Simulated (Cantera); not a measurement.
A Cantera script and what it prints.

```python
import numpy as np
import cantera as ct

gas_names = [...]  # 118 gases of nasa_gas.yaml made of C, Cl, F, H
cond_names = """
    C(gr) C6H6(L) C7H8(L) C8H18(L),n-octa
""".split()


# ... load() reads the species with a 1 bar reference pressure and builds the phases ...
atoms = {
    'CH2F2': {'C': 1, 'H': 2, 'F': 2},
    'HCl': {'H': 1, 'CL': 1},
    'H2': {'H': 2},
    'CH4': {'C': 1, 'H': 4},
}
top_T = {'C(gr)': 4500}  # K; cautious upper limits of use, not melting points


# ... equilibrate(T, P, feed) seeds the gas with the atoms and calls Mixture.equilibrate('TP', solver="vcs", rtol=1e-11, max_steps=5000) ...
results = []
feed = {'CH2F2': 1, 'HCl': 0.73, 'H2': 0.08, 'CH4': 0.041}  # mol
T = 3548  # K
P = 370  # Pa
mix = equilibrate(T, P, feed)
results.append((T, P, feed, dict(zip(mix.species_names, mix.species_moles))))
print(gas.report(threshold=1e-05))
for i in range(1, mix.n_phases):
    print(f"{mix.phase(i).name:16s} {mix.phase_moles(i):12.5e} mol")
```

Output:

```
       temperature   3548 K
          pressure   370 Pa
           density   0.00016155 kg/m^3
  mean mol. weight   12.881 kg/kmol
   phase of matter   gas

                          1 kg             1 kmol
                     ---------------   ---------------
          enthalpy        2.1734e+07        2.7995e+08  J
   internal energy        1.9444e+07        2.5045e+08  J
           entropy             20043        2.5817e+05  J/K
    Gibbs function        -4.938e+07       -6.3604e+08  J
 heat capacity c_p            1773.7             22846  J/K
 heat capacity c_v            1128.2             14532  J/K

                      mass frac. Y      mole frac. X     chem. pot. / RT
                     ---------------   ---------------   ---------------
                 C          0.099783           0.10701           -6.4676
                CF          0.017393         0.0072245           -33.914
               CF2        5.3413e-05        1.3758e-05            -61.36
                CH        5.4483e-05        5.3904e-05           -23.228
                C2          0.022059          0.011828           -12.935
               C2H        0.00059718        0.00030731           -29.695
                C3          0.028053          0.010028           -19.403
                C4        4.6149e-05        1.2373e-05           -25.871
                CL           0.32388           0.11768           -27.662
                 F           0.37269           0.25268           -27.446
                 H          0.033389           0.42666            -16.76
               HCL         0.0018379        0.00064931           -44.422
                HF          0.099845          0.064283           -44.206
                H2        0.00024391         0.0015584            -33.52
     [ +104 minor]        6.9155e-05        1.8471e-05

C(gr)             0.00000e+00 mol
```

These are equilibrium values from Cantera (NASA tables, ideal gas, pure condensed phases), not measurements of a reactor.
